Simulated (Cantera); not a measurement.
A closed system holds: 1 mol CuO, 0.67 mol C, 2.1 mol N₂, equilibrated at 0.133 bar.

Equilibrium computed with Cantera from the NASA thermochemical tables; the gas is ideal and each condensed phase is pure. Candidate condensed phases: C, Cu, CuO, Cu₂O; 27 gas species. Equilibrium is a limit: real reactors are often held back by kinetics, nucleation or transport. All values below are at 1650 K.

Base state: N₂ 0.758, CO 0.123, CO₂ 0.119, Cu 0.000609 (mole fractions); condensed: Cu(l).

Question: What changes in the equilibrium state with this change: CuO replaced by Fe₂O₃?

Answer: 
| species | before | after |
|---|---|---|
| N₂ | 0.758 | 0.758 |
| CO | 0.123 | 0.123 |
| CO₂ | 0.119 | 0.119 |
| Cu | 0.000609 | 0 |
| Cu(l), mol | 0.998 | 0 |
| FeO(l), mol | 0 | 2.00 |
The tables' stoichiometric FeO is somewhat more stable than real wüstite, so its field is too wide. FeO: taken at fixed stoichiometry. Further candidate phases: Fe, Fe(CO)₅, FeO, Fe₂O₃, Fe₃O₄.

Question: What changes in the equilibrium state with this change: C from 0.67 to 5.5 mol?

Answer: 
| species | before | after |
|---|---|---|
| N₂ | 0.758 | 0.677 |
| CO | 0.123 | 0.322 |
| Cu | 0.000609 | 0.000609 |
| CO₂ | 0.119 | 2.78e-6 |
| Cu(l), mol | 0.998 | 0.998 |
| C(graphite), mol | 0 | 4.50 |
